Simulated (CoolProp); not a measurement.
Model: reference Helmholtz-energy equation of state, Thol 2018, in CoolProp.

Problem. Give the vapour pressure (MPa), liquid density (kg/m³), vapour density (kg/m³), enthalpy of vaporisation (kJ/kg) of saturated hydrogen chloride at -16.35, -1.65 °C.

Solution. 
```tsv
T (°C)	p (MPa)	liquid density (kg/m³)	vapour density (kg/m³)	enthalpy of vaporisation (kJ/kg)
-16.35	1.65	988	34.6	346
-1.65	2.48	934	53.1	315
```
